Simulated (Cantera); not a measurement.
What does this Cantera script print?

```python
import numpy as np
import cantera as ct

gas_names = """
    CL CL2 H HCL H2 N NH NH2 NH3 N2 N2H2 N2H4 Si SiCL SiCL2 SiCL3 SiCL4 SiH SiHCL3 SiH2 SiH2CL2 SiH3
    SiH3CL SiH4 SiN Si2 Si2N Si3
""".split()
cond_names = """
    NH4CL(a) NH4CL(b) Si(cr) Si(L) Si3N4(a)
""".split()


# ... load() reads the species with a 1 bar reference pressure and builds the phases ...
atoms = {
    'SiH2Cl2': {'Si': 1, 'H': 2, 'CL': 2},
    'N2': {'N': 2},
    'H2': {'H': 2},
}
top_T = {'Si3N4(a)': 2400}  # K; cautious upper limits of use, not melting points


# ... equilibrate(T, P, feed) seeds the gas with the atoms and calls Mixture.equilibrate('TP', solver="vcs", rtol=1e-11, max_steps=5000) ...
results = []
feed = {'SiH2Cl2': 1, 'N2': 16, 'H2': 2.1}  # mol
T = 1775  # K
P = 250  # Pa
mix = equilibrate(T, P, feed)
results.append((T, P, feed, dict(zip(mix.species_names, mix.species_moles))))
x = sorted(zip(gas.X, gas.species_names), reverse=True)
print(f"T = {T:g} K  P = {P:g} Pa  gas = {mix.phase_moles(0):.4g} mol")
print("   x: " + "  ".join(f"{s} {v:.3e}" for v, s in x if v > 0.0001))
print("   condensed (mol): " + ("  ".join(f"{mix.phase(i).name} {mix.phase_moles(i):.4g}"
      for i in range(1, mix.n_phases) if mix.phase_moles(i) > 1e-12) or "none"))
```

It prints:

```
T = 1775 K  P = 250 Pa  gas = 20.15 mol
   x: N2 7.941e-01  H2 1.347e-01  HCL 3.611e-02  SiCL2 3.101e-02  H 2.125e-03  Si 8.780e-04  CL 4.376e-04  SiCL 4.346e-04
   condensed (mol): Si(L) 0.3446
```

These are equilibrium values from Cantera (NASA tables, ideal gas, pure condensed phases), not measurements of a reactor. The tables' values for SiCl, SiCl3, SiN are old estimates; treat these amounts as uncertain.
